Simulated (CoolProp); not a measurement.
Vapour-liquid equilibrium of CH2F2 (R32) (1) + dimethyl ether (2) at 125 kPa; x and y are mole fractions of (1).

Model: multi-fluid Helmholtz-energy mixture model, Tillner-Roth 1997 and Wu 2011; pair parameters Bell 2016, in CoolProp.

| x | bubble temperature (°C) | y at the bubble point | dew temperature at overall composition x (°C) | liquid density (mol/L) |
|---|---|---|---|---|
| 0.05 | -22.1 | 0.132 | -20.7 | 16.10 |
| 0.15 | -26.4 | 0.353 | -22.4 | 16.70 |
| 0.25 | -30.3 | 0.521 | -24.3 | 17.32 |
| 0.35 | -33.8 | 0.647 | -26.3 | 17.96 |
| 0.45 | -36.8 | 0.741 | -28.6 | 18.63 |
| 0.55 | -39.4 | 0.812 | -31.1 | 19.33 |
| 0.65 | -41.6 | 0.867 | -33.9 | 20.07 |
| 0.75 | -43.5 | 0.912 | -37.1 | 20.86 |
| 0.85 | -45.2 | 0.949 | -40.9 | 21.70 |
| 0.95 | -46.7 | 0.983 | -45.2 | 22.60 |

No azeotrope shows between x = 0.05 and 0.95.

The pair parameters rest on a limited set of measurements; away from them the model extrapolates. The gap from Raoult's law changes sign with composition, which may be real or a fault of the pair parameters; it wasn't checked against measurements.
